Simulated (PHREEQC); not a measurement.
Consider water at 25 °C with 10 mmol/kgw HBr and 2.4 mmol/kgw MgCl2. Closed to the air; pH follows from the charge balance.

Model: ion-association model, phreeqc.dat, run in PHREEQC.

```json
[
 {"quantity": "pH", "before": "2.05", "after": "2.04"},
 {"quantity": "ionic strength (mol/kgw)", "before": "0.0172", "after": "0.0100"}
]
```

Task: Name the change that produced these shifts.
(A) temperature from 25 to 35 °C
(B) 0.012 mol/kgw Na2CO3 added
(C) MgCl2 left out
(D) HBr from 0.01 to 0.009 mol/kgw
(E) 0.00022 mol/kgw H3PO4 added

Result: C, MgCl2 left out

This is a speciation only: nothing precipitates in the calculation.
